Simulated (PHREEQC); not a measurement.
# Hard or scaling water: speciation

A solution holds 0.041 mol CaCl2, 0.000583 mol Na2HPO4 and 0.0008 mol MgSO4 per kg of water, at 25 °C. Closed to the air; pH follows from the charge balance.

Equilibrium calculation in PHREEQC: ion-association model, phreeqc.dat.

Precipitation was switched off in this run.

Task: What pH, density does the model give?

Result: pH 7.53; density 1.001 g/cm³.

Task: In which forms is Mg present?

Result: Mg+2 97 %, MgHPO4 1.2 %, MgSO4 1.2 % of the Mg.

The solution is supersaturated, for example in Hydroxyapatite, so a real one may precipitate; this is no full list.
